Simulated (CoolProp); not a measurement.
Sulfur hexafluoride along the isobar 9.01 bar: fugacity coefficient from the reference equation and from simpler models built on Tc = 45.6 °C, pc = 37.55 bar, ω = 0.210; each cubic takes its own stable root.

Computed with CoolProp (reference Helmholtz-energy equation of state, Guder 2009).

```
T (°C)   phase  reference  van der Waals  Redlich-Kwong
------  ------  ---------  -------------  -------------
-14.35  liquid     0.7846         0.8835         0.8545
4.25       gas     0.8745         0.9011         0.8803
22.95      gas     0.8987              ?         0.9005
41.65      gas     0.9173         0.9270         0.9165
60.25      gas          ?         0.9365         0.9293
78.95      gas     0.9432         0.9445         0.9398
97.65      gas     0.9526         0.9513         0.9484
116.25     gas     0.9601              ?         0.9555
134.95     gas     0.9664         0.9620         0.9615
153.65     gas     0.9717         0.9662         0.9666
172.25     gas     0.9761         0.9699         0.9709
190.95     gas     0.9798         0.9731         0.9746
209.55     gas     0.9829         0.9759         0.9777
```

**Question.** Some entries are withheld; supply them.

**Answer.** 
- 22.95, van der Waals: 0.9153
- 60.25, reference: 0.9317
- 116.25, van der Waals: 0.9570

At some of these states van der Waals, Redlich-Kwong gives the other phase, because its saturation line lies elsewhere.
